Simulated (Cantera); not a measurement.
Cantera run, input and output.

```python
import numpy as np
import cantera as ct

gas = ct.Solution("gri30.yaml")
gas.TPX = 775, 1000000, {'CH4': 1, 'H2': 0.75, 'O2': 1, 'N2': 5.25}
inlet = ct.Reservoir(gas, clone=True)
gas.equilibrate("HP")  # start burning
reactor = ct.IdealGasConstPressureReactor(gas, energy="on", clone=False)
exhaust = ct.Reservoir(gas, clone=True)
tau = [0.14, 0.053, 0.021, 0.0081, 0.0031, 0.0012, 0.00048, 0.00019, 7.3e-05, 2.9e-05, 1.1e-05, 4.4e-06][0]
for a, b in ((inlet, reactor), (reactor, exhaust)):
    ct.MassFlowController(a, b, mdot=lambda t: reactor.mass / tau)
net = ct.ReactorNet([reactor])
show = ['CH4', 'H2', 'O2', 'CO', 'HCO', 'CH2CO']

rows = []
print(f"{'tau/s':>10s}{'T/K':>9s}" + "".join(f"{s:>11s}" for s in show))
for tau in [0.14, 0.053, 0.021, 0.0081, 0.0031, 0.0012, 0.00048, 0.00019, 7.3e-05, 2.9e-05, 1.1e-05, 4.4e-06]:
    net.initial_time = 0.0
    net.advance(30 * tau)
    before = gas.X
    net.advance(40 * tau)
    drift = np.max(np.abs(gas.X - before) / (gas.X + 1e-9))
    rows.append([gas.T, *gas[show].X, drift])
    print(f"{tau:10.3e}{gas.T:9.1f}" + "".join(f"{x:11.3e}" for x in gas[show].X))
```

Result:

```
     tau/s      T/K        CH4         H2         O2         CO        HCO      CH2CO
 1.400e-01   1759.8  1.453e-02  1.473e-01  1.884e-04  6.621e-02  1.593e-08  1.127e-05
 5.300e-02   1777.1  1.785e-02  1.347e-01  4.159e-04  6.020e-02  1.785e-08  2.076e-05
 2.100e-02   1792.0  2.148e-02  1.235e-01  8.725e-04  5.564e-02  2.273e-08  3.710e-05
 8.100e-03   1802.8  2.571e-02  1.135e-01  1.847e-03  5.243e-02  3.561e-08  6.832e-05
 3.100e-03   1803.0  3.057e-02  1.052e-01  3.920e-03  5.067e-02  7.061e-08  1.302e-04
 1.200e-03   1779.5  3.650e-02  9.920e-02  8.460e-03  4.988e-02  1.725e-07  2.620e-04
 4.800e-04   1683.6  4.704e-02  9.540e-02  2.135e-02  4.713e-02  5.365e-07  6.238e-04
 1.900e-04    775.0  1.250e-01  9.375e-02  1.250e-01 -2.725e-16  6.364e-25 -4.089e-18
 7.300e-05    775.0  1.250e-01  9.375e-02  1.250e-01  2.588e-21  1.933e-25 -4.283e-24
 2.900e-05    775.0  1.250e-01  9.375e-02  1.250e-01  3.044e-22  5.099e-26 -2.213e-28
 1.100e-05    775.0  1.250e-01  9.375e-02  1.250e-01  2.341e-23  1.013e-26 -1.730e-35
 4.400e-06    775.0  1.250e-01  9.375e-02  1.250e-01  1.819e-24  1.883e-27  5.043e-41
```

Cantera simulation using GRI-Mech 3.0 (53 species, 325 reactions); the numbers are that mechanism's predictions, not measurements.
